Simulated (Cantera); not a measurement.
Input: 1 mol SiCl₄, 2.2 mol N₂, 0.33 mol NH₃, at 927 °C and 1.33 mbar.

These are equilibrium values from Cantera (NASA tables, ideal gas, pure condensed phases), not measurements of a reactor. Candidate condensed phases: NH₄Cl, Si, Si₃N₄; 28 gas species. The tables' values for SiCl₃ are old estimates; treat these amounts as uncertain. Rates play no part.

Problem. What is the equilibrium state?

Solution. 
```json
{
  "x(N₂)": "0.564",
  "x(HCl)": "0.215",
  "x(SiCl₄)": "0.185",
  "x(H₂)": "0.0170",
  "x(SiCl₃)": "0.0123",
  "x(SiCl₂)": "0.00721",
  "x(SiHCl₃)": "0.000399",
  "x(Cl)": "7.71e-6",
  "n(Si₃N₄(s))": "0.0621 mol",
  "gas_amount": "3.975 mol",
  "log10 activity of Si(s) (absent)": "-2.95"
}
```
